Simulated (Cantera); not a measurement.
A closed system holds: 1 mol SiC, 0.25 mol O2, 36 mol H2, at 1123 K and 75.0 Torr.

These are equilibrium values from Cantera (NASA tables, ideal gas, pure condensed phases), not measurements of a reactor. Candidate condensed phases: C, C6H6, C7H8, C8H18, H2O, Si, SiC, SiO2; 123 gas species. Mutual solubility and eutectic melting of coexisting phases are not modelled. Rates play no part.

Base state: H2 0.997, CH4 0.00292, CO 6.81e-5 (mole fractions); condensed: C(graphite) + SiC(s) + SiO2(β-quartz).

What changes in the equilibrium state with this change: temperature from 1123 K to 2173.15 K?


| species | before | after |
|---|---|---|
| H2 | 0.997 | 0.969 |
| H | 1.34e-7 | 0.0150 |
| CO | 6.81e-5 | 0.00805 |
| SiO | 1.60e-8 | 0.00552 |
| Si | <1e-9 | 0.00200 |
| SiH | <1e-9 | 0.000290 |
| SiH2 | <1e-9 | 0.000179 |
| Si2C | <1e-9 | 0.000107 |
| Si2 | <1e-9 | 2.14e-5 |
| C(graphite), mol | 0.142 | 0 |
| SiC(s), mol | 0.751 | 0.696 |
| SiO2(β-quartz), mol | 0.249 | 0 |
Gases not in the tables: Si2H6 and higher silanes.

What changes in the equilibrium state with this change: SiC replaced by Si3N4?


| species | before | after |
|---|---|---|
| H2 | 0.997 | 0.995 |
| N2 | 0 | 0.00461 |
| CH4 | 0.00292 | 0 |
| CO | 6.81e-5 | 0 |
| C(graphite), mol | 0.142 | 0 |
| SiC(s), mol | 0.751 | 0 |
| SiO2(β-quartz), mol | 0.249 | 0 |
| Si2N2O(s), mol | 0 | 0.500 |
| Si3N4(s), mol | 0 | 0.667 |
Further candidate phases: Si2N2O, Si3N4.
